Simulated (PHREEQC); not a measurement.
1 kg of water holding 0.088 mol/kgw NaCl and 0.13 mol/kgw CaCl2 is evaporated at 75 °C; the solids stay in contact with the brine. The system is closed to CO2. The run lets Halite, Portlandite precipitate or redissolve, and no other solid.

The numbers come from PHREEQC with the Pitzer model, pitzer.dat.

**Question.** Predict ionic strength, water activity at water left (kg) = 0.375, 0.2533, 0.07809, 0.06418.

**Answer.** 
```json
[
 {"water left (kg)": "0.375", "ionic strength": "1.27", "water activity": "0.976"},
 {"water left (kg)": "0.2533", "ionic strength": "1.89", "water activity": "0.963"},
 {"water left (kg)": "0.07809", "ionic strength": "6.12", "water activity": "0.844"},
 {"water left (kg)": "0.06418", "ionic strength": "7.45", "water activity": "0.798"}
]
```

At this temperature some constants are extrapolated from 25 °C, and those without enthalpy data are left unchanged.
